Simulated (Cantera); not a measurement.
Cantera run, input and output.

```python
import numpy as np
import cantera as ct

gas = ct.Solution("gri30.yaml")
gas.TPX = 1150, 500000, {'H2': 1, 'O2': 1.09, 'N2': 4.09}
reactor = ct.IdealGasReactor(gas, energy="on", clone=False)
net = ct.ReactorNet([reactor])
net.rtol, net.atol = 1e-08, 1e-16
show = ['H2', 'O2', 'NO2', 'NO', 'HO2']
times = np.geomspace(4e-06, 6, 13)

steps = ct.SolutionArray(gas, extra=["t"])
rows = []
print(f"{'t/s':>10s}{'T/K':>9s}{'P/Pa':>11s}" + "".join(f"{s:>11s}" for s in show))
for t in times:
    while net.time < t:
        t_next = net.step()
        steps.append(gas.state, t=t_next)
    rows.append([np.interp(t, steps.t, y) for y in (steps.T, steps.P, *steps(*show).X.T)])
    print(f"{t:10.3e}{rows[-1][0]:9.1f}{rows[-1][1]:11.4g}" + "".join(f"{x:11.3e}" for x in rows[-1][2:]))
rate = np.gradient(steps.T, steps.t)
print("integrator steps:", len(steps.t))
if steps.T.max() > steps.T[0] + 200:
    print(f"time of steepest temperature rise: {steps.t[rate.argmax()]:.4e} s")
gas.TPX = 1150, 500000, {'H2': 1, 'O2': 1.09, 'N2': 4.09}
gas.equilibrate("UV")
print(f"equilibrium (UV): T = {gas.T:.1f} K  " + "  ".join(f"{s} {gas[s].X[0]:.3e}" for s in show))
```

It prints:

```
       t/s      T/K       P/Pa         H2         O2        NO2         NO        HO2
 4.000e-06   1150.0      5e+05  1.618e-01  1.764e-01  5.468e-24  9.524e-19  6.606e-08
 1.308e-05   1150.0      5e+05  1.618e-01  1.764e-01  6.240e-20  2.584e-16  1.404e-06
 4.280e-05   2347.1  9.511e+05  5.593e-03  9.761e-02  9.736e-08  3.654e-05  4.643e-05
 1.400e-04   2512.2  1.008e+06  1.068e-03  1.008e-01  7.976e-07  4.144e-04  1.973e-05
 4.579e-04   2509.6  1.007e+06  1.059e-03  1.003e-01  2.974e-06  1.545e-03  1.952e-05
 1.498e-03   2502.4  1.004e+06  1.033e-03  9.876e-02  9.028e-06  4.695e-03  1.894e-05
 4.899e-03   2489.0  9.981e+05  9.863e-04  9.598e-02  2.020e-05  1.054e-02  1.789e-05
 1.602e-02   2481.0  9.947e+05  9.589e-04  9.431e-02  2.682e-05  1.402e-02  1.728e-05
 5.241e-02   2480.6  9.946e+05  9.576e-04  9.424e-02  2.714e-05  1.418e-02  1.726e-05
 1.714e-01   2480.6  9.946e+05  9.576e-04  9.424e-02  2.714e-05  1.418e-02  1.726e-05
 5.608e-01   2480.6  9.946e+05  9.576e-04  9.424e-02  2.714e-05  1.418e-02  1.726e-05
 1.834e+00   2480.6  9.946e+05  9.576e-04  9.424e-02  2.714e-05  1.418e-02  1.726e-05
 6.000e+00   2480.6  9.946e+05  9.576e-04  9.424e-02  2.714e-05  1.418e-02  1.726e-05
integrator steps: 1281
time of steepest temperature rise: 4.1184e-05 s
equilibrium (UV): T = 2480.6 K  H2 9.576e-04  O2 9.424e-02  NO2 2.714e-05  NO 1.418e-02  HO2 1.726e-05
```

Cantera simulation using GRI-Mech 3.0 (53 species, 325 reactions); the numbers are that mechanism's predictions, not measurements. The hydrogen kinetics of GRI-Mech 3.0 are dated; newer H2 mechanisms differ, most at raised pressure.
